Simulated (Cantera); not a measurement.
Feed: 1 mol CO, a varied amount of H2O, equilibrated at 54000 Torr.

Cantera equilibrium calculation (NASA polynomials, part measured and part estimated; ideal gas, pure solids and liquids). Candidate condensed phases: C, C6H6, C7H8, C8H18, H2O; 110 gas species. The ideal-gas law is rough above about 30 bar. Equilibrium is a limit: real reactors are often held back by kinetics, nucleation or transport.

Stable condensed phases, one row left out:

```
T in K \ n(H2O) in mol
         0.066  0.11  0.19  0.32  0.54  0.91   1.5   2.6   4.4
   2900      A     A     A     A     A     A     A     A     A
   2750      A     A     A     A     A     A     A     A     A
   2600      A     A     A     A     A     A     A     A     A
   2450      A     A     A     A     A     A     A     A     A
   2300      A     A     A     A     A     A     A     A     A
   2150      A     A     A     A     A     A     A     A     A
   2000      A     A     A     A     A     A     A     A     A
   1850      A     A     A     A     A     A     A     A     A
   1700      A     A     A     A     A     A     A     A     A
   1400      B     A     A     A     A     A     A     A     A
   1250      B     B     B     B     A     A     A     A     A
```

A: gas only; B: C.

Give the row for 1550 K.

0.066: gas only; 0.11: gas only; 0.19: gas only; 0.32: gas only; 0.54: gas only; 0.91: gas only; 1.5: gas only; 2.6: gas only; 4.4: gas only.
